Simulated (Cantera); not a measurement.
**Ignition delay**

Mixture: 2.60 % CH₄, 2.86 % CO, 16.2 % O₂, 60.9 % N₂, 17.4 % H₂O, equivalence ratio 0.41, at 5.00 bar, adiabatic and at constant volume. Ignition delay is the time to a rise of 400 K.

Computed with Cantera and GRI-Mech 3.0 (53 species, 325 reactions).

```tsv
T0 (K)	delay (ms)
1300	2.09
1400	0.679
1500	0.251
1600	0.103
1700	0.0477
1800	0.0247
1900	0.0144
```

The apparent activation energy between 1700 and 1900 K is 160 kJ/mol.
